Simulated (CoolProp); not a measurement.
Vapour-liquid equilibrium of fluoroethane (R161) (1) + R1234yf (2) at 304.7 K; x and y are mole fractions of (1).

Computed with CoolProp (multi-fluid Helmholtz-energy mixture model, Wu 2012 and Lemmon 2022; pair parameters Bell 2016).

Task: Give the bubble pressure and the first vapour's composition at x = 0.05, 0.2, 0.5. Is there an azeotrope?

Result: x = 0.05: 8.350 bar, y = 0.066; x = 0.2: 8.873 bar, y = 0.248; x = 0.5: 9.822 bar, y = 0.559. No azeotrope shows between x = 0.05 and 0.95.

The pair parameters rest on a limited set of measurements; away from them the model extrapolates.
